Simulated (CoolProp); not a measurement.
Saturation properties of n-heptane.

Model: reference Helmholtz-energy equation of state, Span 2003, in CoolProp. It is a short technical equation, of lower accuracy than the large ones.

```csv
T (K),p (MPa),vapour density (kg/m³),enthalpy of vaporisation (kJ/kg)
378.9,0.1252,4.243,311.5
384.6,0.1465,4.928,307.2
390.2,0.1701,5.684,302.9
395.9,0.1970,6.546,298.4
401.6,0.2270,7.509,293.8
407.3,0.2605,8.582,289.0
413,0.2976,9.776,284.2
418.7,0.3386,11.10,279.1
424.3,0.3829,12.55,274.0
```

It boils at 371.5 K under 1 atm.
